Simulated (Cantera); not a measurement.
Dilute partial oxidation

An isothermal, constant-pressure homogeneous reactor starts with CH3OH : O2 : N2 = 0.004 : 0.0048 : 1 (molar parts), equivalence ratio 1.3, at 1350 K and 750 Torr.

Cantera simulation using GRI-Mech 3.0 (53 species, 325 reactions); the numbers are that mechanism's predictions, not measurements. GRI-Mech 3.0 was tuned for natural gas; its chemistry of methanol as a main component is partial and can be far from experiment.

```csv
t (s),x CH3OH,x O2,x HO2,x H2,x H2O,x NO,x CH4
7.00e-5,0.00396,0.00476,5.96e-7,1.20e-6,6.00e-7,<1e-12,1.33e-8
0.000472,0.00394,0.00475,5.43e-6,1.32e-5,5.22e-6,1.03e-12,4.43e-7
0.00318,0.00228,0.00429,6.63e-5,0.00151,0.000757,7.44e-11,2.50e-6
0.0215,<1e-12,1.31e-5,4.43e-9,0.00121,0.00655,2.08e-6,<1e-12
0.145,<1e-12,1.19e-7,4.02e-11,0.00128,0.00661,2.05e-6,<1e-12
0.977,<1e-12,1.67e-9,<1e-12,0.00128,0.00662,1.88e-6,<1e-12
6.59,<1e-12,2.93e-11,<1e-12,0.00128,0.00662,1.60e-6,<1e-12
44.5,<1e-12,3.48e-12,<1e-12,0.00128,0.00662,1.19e-6,<1e-12
300,<1e-12,1.56e-12,<1e-12,0.00128,0.00662,4.97e-7,<1e-12
```
x: mole fraction; the columns are a selection and need not sum to one.

Equilibrium at this temperature and pressure: CH3OH <1e-12, O2 1.13e-12, HO2 <1e-12, H2 0.00128, H2O 0.00662, NO 1.41e-9, CH4 <1e-12 (gas phase only).
